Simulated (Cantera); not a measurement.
# Thermodynamics of silicon etching in halogen gases, feed Si + HCl

A closed system holds: 1 mol Si, a varied amount of HCl, held at 2.50 Pa.

These are equilibrium values from Cantera (NASA tables, ideal gas, pure condensed phases), not measurements of a reactor. Candidate condensed phases: Si; 19 gas species. The tables' values for SiCl3 are old estimates. Equilibrium is a limit: real reactors are often held back by kinetics, nucleation or transport.

Map the stable condensed phases over T = 1023, 1048, 1073, 1098, 1123, 1148, 1173, 1198, 1223, 1248 K and n(HCl) in mol = 1.7, 1.9, 2.3, 2.7, 3.1, 3.6, 4.3, 5, 5.9, 6.9, 8, 9.4, 11.


```
T in K \ n(HCl) in mol
         1.7 1.9 2.3 2.7 3.1 3.6 4.3   5 5.9 6.9   8 9.4  11
   1248    A   A   A   B   B   B   B   B   B   B   B   B   B
   1223    A   A   A   A   B   B   B   B   B   B   B   B   B
   1198    A   A   A   A   B   B   B   B   B   B   B   B   B
   1173    A   A   A   A   B   B   B   B   B   B   B   B   B
   1148    A   A   A   A   B   B   B   B   B   B   B   B   B
   1123    A   A   A   A   B   B   B   B   B   B   B   B   B
   1098    A   A   A   A   A   B   B   B   B   B   B   B   B
   1073    A   A   A   A   A   B   B   B   B   B   B   B   B
   1048    A   A   A   A   A   A   B   B   B   B   B   B   B
   1023    A   A   A   A   A   A   B   B   B   B   B   B   B
```
A: Si; B: gas only.
